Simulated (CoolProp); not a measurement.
Computed with CoolProp (reference Helmholtz-energy equation of state, Tillner-Roth 1994).

### Question
For R134a, give the phase and the cp (kJ/(kg K)), cv (kJ/(kg K)), Prandtl number at 181.85 °C and 0.145 MPa; 181.85 °C and 0.58 MPa; 181.85 °C and 1.3 MPa.

### Answer
- 181.85 °C and 0.145 MPa: gas; cp 1.09, cv 1.01, Prandtl number 0.750
- 181.85 °C and 0.58 MPa: gas; cp 1.11, cv 1.02, Prandtl number 0.763
- 181.85 °C and 1.3 MPa: gas; cp 1.14, cv 1.02, Prandtl number 0.786

Viscosity comes from a separate model (Huber 2003), an estimate that may be off by 10 % or more. Thermal conductivity comes from a separate model (McLinden 2000), an estimate that may be off by 10 % or more.
